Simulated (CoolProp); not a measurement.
Values from CoolProp's reference Helmholtz-energy equation of state, de Reuck 1993.

Question: Give the vapour pressure (MPa), liquid density (kg/m³), enthalpy of vaporisation (kJ/kg), liquid cp (kJ/(kg K)) of saturated methanol at 340 K.

Answer: 
```csv
T (K),p (MPa),liquid density (kg/m³),enthalpy of vaporisation (kJ/kg),liquid cp (kJ/(kg K))
340,0.111,746,1100,2.85
```
